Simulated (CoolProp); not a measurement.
Vapour-liquid equilibrium of CH2F2 (R32) (1) + R134a (2) at 200.6 K; x and y are mole fractions of (1).

Computed with CoolProp (multi-fluid Helmholtz-energy mixture model, Tillner-Roth 1997 and Tillner-Roth 1994; pair parameters Lemmon 2004).

```json
[
 {"x": "0.05", "bubble pressure (kPa)": "7.940", "y at the bubble point": "0.208", "dew pressure at overall composition x (kPa)": "…", "liquid density (mol/L)": "15.08"},
 {"x": "0.2", "bubble pressure (kPa)": "…", "y at the bubble point": "0.548", "dew pressure at overall composition x (kPa)": "7.876", "liquid density (mol/L)": "16.05"},
 {"x": "0.35", "bubble pressure (kPa)": "15.47", "y at the bubble point": "…", "dew pressure at overall composition x (kPa)": "9.199", "liquid density (mol/L)": "17.15"},
 {"x": "0.5", "bubble pressure (kPa)": "19.02", "y at the bubble point": "0.820", "dew pressure at overall composition x (kPa)": "11.05", "liquid density (mol/L)": "18.40"},
 {"x": "0.65", "bubble pressure (kPa)": "22.51", "y at the bubble point": "0.891", "dew pressure at overall composition x (kPa)": "13.79", "liquid density (mol/L)": "19.86"},
 {"x": "0.8", "bubble pressure (kPa)": "26.00", "y at the bubble point": "0.945", "dew pressure at overall composition x (kPa)": "18.24", "liquid density (mol/L)": "21.57"},
 {"x": "0.95", "bubble pressure (kPa)": "…", "y at the bubble point": "0.988", "dew pressure at overall composition x (kPa)": "26.39", "liquid density (mol/L)": "23.62"}
]
```

**Question.** Fill in the missing entries.

**Answer.** 
- 0.05, dew pressure at overall composition x (kPa): 6.884
- 0.2, bubble pressure (kPa): 11.79
- 0.35, y at the bubble point: 0.716
- 0.95, bubble pressure (kPa): 29.52

No azeotrope shows between x = 0.05 and 0.95.

Pair parameters are fitted to limited data, so mixtures are less certain than the pure fluids.
